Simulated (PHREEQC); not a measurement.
A PHREEQC input (ion-association model, phreeqc.dat):

```
SOLUTION 1
  temp 20
  units mg/dL
  pH 7.52
  pe 10.1
  Na 6180
  K 2520
  Ca 577
  Mg 90.2
  Cl 11000
  S(6) 2870 as SO4
  Alkalinity 41.5 as HCO3
  Si 10.1 as SiO2
END
USE solution 1
EQUILIBRIUM_PHASES 1
  Gypsum 0 0
  Quartz 0 0.5
  CO2(g) -3.4 10
END
```

It stops with these messages:

```
ERROR: Calculations terminating due to input errors.
```

The fault: a unit that the program doesn't know. The line should read `units mg/L` where the input has `units mg/dL`. With the mend the run ends at pH 7.82 and ionic strength 0.400 mol/kgw.
